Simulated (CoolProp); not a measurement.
Vapour-liquid equilibrium of ethylene (1) + propylene (2) at -52.75 °C; x and y are mole fractions of (1).

The numbers come from the multi-fluid Helmholtz-energy mixture model, Smukala 2000 and Lemmon 2013; pair parameters Bell 2016 in CoolProp.

```json
[
 {"x": "0.05", "bubble pressure, mixture model (kPa)": "123.7", "bubble pressure, Raoult's law (kPa)": "124.2", "y, mixture model": "0.377", "y, Raoult's law": "0.390"},
 {"x": "0.125", "bubble pressure, mixture model (kPa)": "190.2", "bubble pressure, Raoult's law (kPa)": "191.0", "y, mixture model": "0.618", "y, Raoult's law": "0.635"},
 {"x": "0.2", "bubble pressure, mixture model (kPa)": "256.8", "bubble pressure, Raoult's law (kPa)": "257.7", "y, mixture model": "0.735", "y, Raoult's law": "0.752"},
 {"x": "0.275", "bubble pressure, mixture model (kPa)": "323.1", "bubble pressure, Raoult's law (kPa)": "324.4", "y, mixture model": "0.804", "y, Raoult's law": "0.822"},
 {"x": "0.35", "bubble pressure, mixture model (kPa)": "388.9", "bubble pressure, Raoult's law (kPa)": "391.2", "y, mixture model": "0.850", "y, Raoult's law": "0.867"},
 {"x": "0.425", "bubble pressure, mixture model (kPa)": "454.1", "bubble pressure, Raoult's law (kPa)": "457.9", "y, mixture model": "0.883", "y, Raoult's law": "0.900"},
 {"x": "0.5", "bubble pressure, mixture model (kPa)": "518.8", "bubble pressure, Raoult's law (kPa)": "524.6", "y, mixture model": "0.908", "y, Raoult's law": "0.924"},
 {"x": "0.575", "bubble pressure, mixture model (kPa)": "583.2", "bubble pressure, Raoult's law (kPa)": "591.4", "y, mixture model": "0.927", "y, Raoult's law": "0.943"},
 {"x": "0.65", "bubble pressure, mixture model (kPa)": "647.7", "bubble pressure, Raoult's law (kPa)": "658.1", "y, mixture model": "0.944", "y, Raoult's law": "0.958"},
 {"x": "0.725", "bubble pressure, mixture model (kPa)": "712.7", "bubble pressure, Raoult's law (kPa)": "724.9", "y, mixture model": "0.958", "y, Raoult's law": "0.970"},
 {"x": "0.8", "bubble pressure, mixture model (kPa)": "779.1", "bubble pressure, Raoult's law (kPa)": "791.6", "y, mixture model": "0.970", "y, Raoult's law": "0.980"},
 {"x": "0.875", "bubble pressure, mixture model (kPa)": "847.6", "bubble pressure, Raoult's law (kPa)": "858.3", "y, mixture model": "0.982", "y, Raoult's law": "0.988"},
 {"x": "0.95", "bubble pressure, mixture model (kPa)": "919.3", "bubble pressure, Raoult's law (kPa)": "925.1", "y, mixture model": "0.993", "y, Raoult's law": "0.996"}
]
```

The largest gap from Raoult's law is -1.7 % in bubble pressure, at x = 0.725. No azeotrope shows between x = 0.05 and 0.95.

Pair parameters are fitted to limited data, so mixtures are less certain than the pure fluids.
